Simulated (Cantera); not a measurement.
What does this Cantera script print?

```python
import numpy as np
import cantera as ct

gas_names = """
    H HNO HNO2 HNO3 HO2 H2 H2O H2O2 N NH NH2 NH3 NH2OH NO NO2 NO3 N2 N2H2 N2H4 N2O O OH O2 O3 Si SiH
    SiH2 SiH3 SiH4 SiN SiO SiO2 Si2 Si2N Si3
""".split()
cond_names = """
    H2O(s) H2O(L) Si(cr) Si(L) SiO2(Lqz) SiO2(hqz) SiO2(L) Si2N2O(s) Si3N4(a)
""".split()


# ... load() reads the species with a 1 bar reference pressure and builds the phases ...
atoms = {
    'Si2H6': {'Si': 2, 'H': 6},
    'N2O': {'N': 2, 'O': 1},
}
top_T = {'Si2N2O(s)': 2100, 'Si3N4(a)': 2400}  # K; cautious upper limits of use, not melting points


# ... equilibrate(T, P, feed) seeds the gas with the atoms and calls Mixture.equilibrate('TP', solver="vcs", rtol=1e-11, max_steps=5000) ...
results = []
feed = {'Si2H6': 1, 'N2O': 1.3}  # mol
P = 1333.22  # Pa
for T in [1473, 1548, 1623, 1698, 1773, 1848, 1923]:
    mix = equilibrate(T, P, feed)
    results.append((T, P, feed, dict(zip(mix.species_names, mix.species_moles))))

top = {s: max(r[3][s] / sum(r[3][g] for g in gas_names) for r in results) for s in gas_names}
cols = sorted((s for s in top if top[s] > 0.0001), key=lambda s: -top[s])[:6]
seen = [c for c in cond_names if any(r[3].get(c, 0) > 1e-12 for r in results)]
print("log10 of partial pressures in bar; condensed amounts in mol")
print(f"{'T/K':>10s}" + "".join(f"{s[:9]:>10s}" for s in cols + seen))
for T, P, feed, n in results:
    ng = sum(n[g] for g in gas_names)
    print(f"{T:10.4g}" + "".join(f"{np.log10(max(n[s] / ng * P / 1e5, 1e-99)):10.3f}" for s in cols)
          + "".join(f"{n.get(c, 0):10.4g}" for c in seen))
```

It prints:

```
log10 of partial pressures in bar; condensed amounts in mol
       T/K        H2       SiO        N2         H        Si     Si(L) SiO2(hqz) Si2N2O(s)
      1473    -1.930    -5.038    -2.804    -5.863   -11.332         0    0.1991    0.8993
      1548    -1.932    -4.178    -2.801    -5.478   -10.018         0    0.1941    0.8944
      1623    -1.947    -3.404    -2.786    -5.134    -8.836         0    0.1648    0.8652
      1698    -2.022    -2.721    -2.721    -4.851    -7.790         0         0    0.7004
      1773    -2.022    -2.721    -2.721    -4.557    -6.152         0         0    0.6997
      1848    -2.149    -2.510    -2.510    -4.350    -5.203    0.6967         0         0
      1923    -2.151    -2.511    -2.511    -4.101    -4.770    0.6915         0         0
```

Method: chemical equilibrium by Gibbs-energy minimisation in Cantera with the NASA 1993 tables (ideal gas, pure condensed phases). The feed counts by its element totals alone. Mutual solubility and eutectic melting of coexisting phases are not modelled. The tables' values for SiN are old estimates; treat these amounts as uncertain. The tables hold silica as quartz up to 1696 K and as liquid above; real silica turns to tridymite and cristobalite and melts near 1996 K. Gases not in the tables: Si2H6 and higher silanes.
